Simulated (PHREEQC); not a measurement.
Make-up at 25 °C: 0.0031 mol NH3 and 7.9e-06 mol H4SiO4 per kg of water. Closed to the air; pH follows from the charge balance.

All values are PHREEQC results (ion-association model, phreeqc.dat), not measurements.

| quantity | before | after |
|---|---|---|
| pH | 10.34 | 10.19 |
| ionic strength (mol/kgw) | 0.000233 | 0.000161 |
| NH4+ (mol/kgw) | 0.000233 | 0.000161 |

Problem. What was changed between the two runs?
A. H4SiO4 from 7.9e-06 to 7.11e-06 mol/kgw
B. diluted 2-fold with water
C. H4SiO4 left out
D. NH3 replaced by NH4HF2 at the same molality

Solution. B, diluted 2-fold with water

No solid was allowed to form.
